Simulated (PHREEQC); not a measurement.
A solution holds 0.97 mmol/kgw Cu(NO3)2 and 1 mmol/kgw HCl, at 75 °C. Closed to the air; pH follows from the charge balance.

The numbers come from PHREEQC with the ion-association model, wateq4f.dat.

The ionic strength comes out as 0.00388 mol/kgw. What activity coefficients do Cl-, NO3-, Cu+2, CuCl+, H+ get?

Cl- 0.93, NO3- 0.93, Cu+2 0.75, CuCl+ 0.93, H+ 0.93.

This is a speciation only: nothing precipitates in the calculation. Complexes and solids missing from the database can't appear. Constants without temperature data keep their 25 °C values here.
